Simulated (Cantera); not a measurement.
A closed system holds: 1 mol SiH₂Cl₂, 1.3 mol NH₃, 1.3 mol N₂, at 1400 K and 750 Torr.

Method: chemical equilibrium by Gibbs-energy minimisation in Cantera with the NASA 1993 tables (ideal gas, pure condensed phases). Candidate condensed phases: NH₄Cl, Si, Si₃N₄; 28 gas species. The tables' values for SiCl₃ are old estimates; treat these amounts as uncertain. The numbers say what is thermodynamically allowed, not how fast it happens.

Base state: H₂ 0.408, HCl 0.316, N₂ 0.258, SiCl₄ 0.0147, SiCl₃ 0.00140, SiHCl₃ 0.00134, SiCl₂ 0.000571, SiH₂Cl₂ 1.84e-5 (mole fractions); condensed: Si₃N₄(s).

Task: What changes in the equilibrium state with this change: SiH₂Cl₂ replaced by Si₂Cl₆?

Result: 
| species | before | after |
|---|---|---|
| HCl | 0.316 | 0.384 |
| N₂ | 0.258 | 0.246 |
| SiCl₄ | 0.0147 | 0.177 |
| H₂ | 0.408 | 0.176 |
| SiCl₃ | 0.00140 | 0.00916 |
| SiHCl₃ | 0.00134 | 0.00574 |
| NH₃ | 1.13e-5 | 3.13e-6 |
| SiCl₂ | 0.000571 | 0.00201 |
| Si₃N₄(s), mol | 0.302 | 0.327 |
The feed counts by its element totals alone.

Task: What changes in the equilibrium state with this change: NH₃ from 1.3 to 33 mol?

Result: 
| species | before | after |
|---|---|---|
| H₂ | 0.408 | 0.721 |
| N₂ | 0.258 | 0.250 |
| HCl | 0.316 | 0.0291 |
| SiCl₄ | 0.0147 | 3.47e-7 |
| SiCl₂ | 0.000571 | 2.81e-6 |
| SiCl₃ | 0.00140 | 4.79e-7 |
| SiHCl₃ | 0.00134 | 6.08e-7 |
| SiH₂Cl₂ | 1.84e-5 | 1.60e-7 |
| NH₃ | 1.13e-5 | 2.62e-5 |
| Si₃N₄(s), mol | 0.302 | 0.333 |

Task: What changes in the equilibrium state with this change: NH₃ from 1.3 to 4.4 mol?

Result: 
```
species          before     after
-------------  --------  --------
H₂                0.408     0.579
N₂                0.258     0.249
HCl               0.316     0.171
SiCl₄            0.0147  0.000644
SiCl₃           0.00140  0.000136
SiHCl₃          0.00134  0.000154
SiCl₂          0.000571  0.000121
Si₃N₄(s), mol     0.302     0.329
```
